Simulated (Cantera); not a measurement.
An isothermal, constant-pressure homogeneous reactor starts with N2O : O2 = 1 : 0.58 (molar parts), at 1150 K and 1130 Torr. Integrator tolerance rtol = 1e-08.

Cantera simulation using GRI-Mech 3.0 (53 species, 325 reactions); the numbers are that mechanism's predictions, not measurements. GRI-Mech 3.0 was tuned for natural gas; its chemistry of N2O as a main component is partial and can be far from experiment. The mechanism lacks the step 2 NO + O2 → 2 NO2, which can matter for NO2 below about 1400 K. The temperature is held fixed by assumption; the heat of reaction is taken as removed at once.

Task: What does this change do: pressure from 1130 Torr to 5.63 Torr?

Result: 
```csv
quantity,before,after
x(N2O) at 100 s,1.99e-7 (gas-phase equilibrium 1.12e-8),0.508 (gas-phase equilibrium 7.94e-10)
x(O2) at 100 s,0.506 (gas-phase equilibrium 0.519),0.393 (gas-phase equilibrium 0.519)
x(NO) at 100 s,0.0256 (gas-phase equilibrium 0.000162),0.00815 (gas-phase equilibrium 0.000162)
x(NO2) at 100 s,0.00105 (gas-phase equilibrium 6.76e-6),2.23e-6 (gas-phase equilibrium 4.78e-7)
x(O) at 100 s,4.86e-9 (gas-phase equilibrium 4.92e-9),8.11e-7 (gas-phase equilibrium 6.96e-8)
```
Radical loss at walls, strong at low pressure, is not modelled.
